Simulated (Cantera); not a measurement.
A perfectly stirred reactor is fed with H2 : O2 : N2 = 1 : 1.22 : 4.59 (molar parts), equivalence ratio 0.41, at 1.01 bar; it is adiabatic with a 473 K inlet, and is followed from long to short residence time, starting on the burning branch (τ in s: 0.27, 0.1, 0.041, 0.016, 0.0063, 0.0025, 0.00097, 0.00038, 0.00015, 5.8e-05, 2.3e-05, 9e-06).

Detailed kinetics in Cantera: the H2/O2 subset of GRI-Mech 3.0, which has no nitrogen chemistry.

What does this change do: pressure from 1.01 bar to 2.30 bar?


```
quantity                                                                      before                               after
------------------------------------------------  ----------------------------------  ----------------------------------
blow-out, bracketed by the residence times tried  burning at 58.0 µs, out at 23.0 µs  burning at 23.0 µs, out at 9.00 µs
x(H2) at τ = 0.270 s                                                         6.39e-5                             3.35e-5
x(O2) at τ = 0.270 s                                                           0.114                               0.114
x(HO2) at τ = 0.270 s                                                        1.55e-6                             1.32e-6
x(H2O2) at τ = 0.270 s                                                       1.15e-7                             1.10e-7
x(H) at τ = 0.270 s                                                          4.27e-6                             9.18e-7
x(H2) at τ = 0.970 ms                                                        0.00256                             0.00139
x(O2) at τ = 0.970 ms                                                          0.113                               0.114
x(HO2) at τ = 0.970 ms                                                       3.31e-5                             3.74e-5
x(H2O2) at τ = 0.970 ms                                                      1.33e-6                             1.33e-6
x(H) at τ = 0.970 ms                                                         0.00110                            0.000234
```
The hydrogen kinetics of GRI-Mech 3.0 are dated; newer H2 mechanisms differ, most at raised pressure.
